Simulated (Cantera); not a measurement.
## Premixed flame

A freely propagating, adiabatic, planar premixed flame of 7.72 % CH₄, 17.1 % O₂, 70.3 % N₂, 4.86 % H₂O, equivalence ratio 0.90, unburnt at 650 K and 3750 Torr; mixture-averaged transport, grid criteria slope 0.08 and curve 0.16, no radiation.

Detailed kinetics in Cantera: GRI-Mech 3.0 (53 species, 325 reactions). Burning velocities carry a grid error of a few per cent, more on coarse grids.

| z (mm) | T (K) | u (m/s) | x CH₄ | x O₂ | x H₂O | x C₂H₆ | x NO | x OH |
|---|---|---|---|---|---|---|---|---|
| -0.404 | 651 | 0.544 | 0.0770 | 0.171 | 0.0488 | 1.15e-7 | <1e-8 | <1e-8 |
| -0.270 | 657 | 0.549 | 0.0765 | 0.170 | 0.0499 | 1.52e-6 | 1.15e-8 | <1e-8 |
| -0.202 | 675 | 0.565 | 0.0751 | 0.169 | 0.0527 | 8.01e-6 | 4.74e-8 | <1e-8 |
| -0.135 | 761 | 0.640 | 0.0693 | 0.162 | 0.0646 | 6.36e-5 | 3.04e-7 | 1.26e-7 |
| -0.0674 | 1125 | 0.955 | 0.0465 | 0.129 | 0.105 | 0.000466 | 2.64e-6 | 8.21e-6 |
| -0.0337 | 1480 | 1.26 | 0.0242 | 0.0928 | 0.141 | 0.000599 | 6.22e-6 | 0.000125 |
| 0 | 1830 | 1.56 | 0.00435 | 0.0526 | 0.175 | 5.48e-5 | 1.17e-5 | 0.00171 |
| 0.0337 | 1983 | 1.68 | 0.000142 | 0.0327 | 0.187 | 6.18e-8 | 1.80e-5 | 0.00510 |
| 0.0674 | 2049 | 1.73 | 2.68e-6 | 0.0268 | 0.190 | <1e-8 | 2.21e-5 | 0.00591 |
| 0.135 | 2121 | 1.78 | <1e-8 | 0.0227 | 0.193 | <1e-8 | 2.70e-5 | 0.00537 |
| 0.270 | 2178 | 1.83 | <1e-8 | 0.0199 | 0.197 | <1e-8 | 3.31e-5 | 0.00421 |
| 0.539 | 2210 | 1.85 | <1e-8 | 0.0185 | 0.200 | <1e-8 | 4.06e-5 | 0.00325 |
| 1.08 | 2220 | 1.86 | <1e-8 | 0.0180 | 0.200 | <1e-8 | 5.15e-5 | 0.00287 |
x: mole fraction of selected species; z is measured from the peak of heat release.

```
Quantity                      Value
------------------------  ---------
laminar burning velocity  54.2 cm/s
thermal thickness          0.135 mm
peak x(C₂H₆)               0.000641
peak x(OH)                  0.00591
grid points                     133
```
